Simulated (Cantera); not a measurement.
**Silicon nitride deposition: trisilylamine + N2 + H2**

Feed: 1 mol trisilylamine, 1.8 mol N2, 0.18 mol H2, at 0.133 bar.

Method: chemical equilibrium by Gibbs-energy minimisation in Cantera with the NASA 1993 tables (ideal gas, pure condensed phases). Candidate condensed phases: Si, Si3N4; 18 gas species. The feed counts by its element totals alone. Mutual solubility and eutectic melting of coexisting phases are not modelled. Gases not in the tables: Si2H6 and higher silanes. Kinetics and transport are ignored.

From 1052 °C to 1502 °C the condensed part is Si3N4(s). At 1577 °C the condensed part is Si(l) + Si3N4(s). At 1652 °C the condensed part is Si(l).

```csv
T (°C),x H2,x N2,x H,x Si,x SiH2,x SiH,x Si2N,n Si3N4(s),n Si(l)
1052,0.940,0.0602,4.34e-6,1.70e-12,2.64e-10,4.38e-12,<1e-12,1.00,0
1127,0.940,0.0602,1.29e-5,4.93e-11,2.83e-9,8.71e-11,<1e-12,1.00,0
1202,0.940,0.0602,3.44e-5,1.01e-9,2.37e-8,1.27e-9,4.41e-12,1.00,0
1277,0.940,0.0602,8.36e-5,1.53e-8,1.62e-7,1.43e-8,1.41e-10,1.00,0
1352,0.940,0.0602,0.000187,1.81e-7,9.19e-7,1.28e-7,3.24e-9,1.000,0
1427,0.939,0.0602,0.000391,1.71e-6,4.47e-6,9.35e-7,5.61e-8,1.000,0
1502,0.939,0.0602,0.000768,1.33e-5,1.90e-5,5.77e-6,7.58e-7,1.000,0
1577,0.853,0.146,0.00136,4.84e-5,3.59e-5,1.62e-5,3.94e-6,0.750,0.750
1652,0.669,0.329,0.00214,0.000131,4.56e-5,3.17e-5,1.21e-5,0,3.00
```
x: gas mole fraction; n: condensed amount in mol.
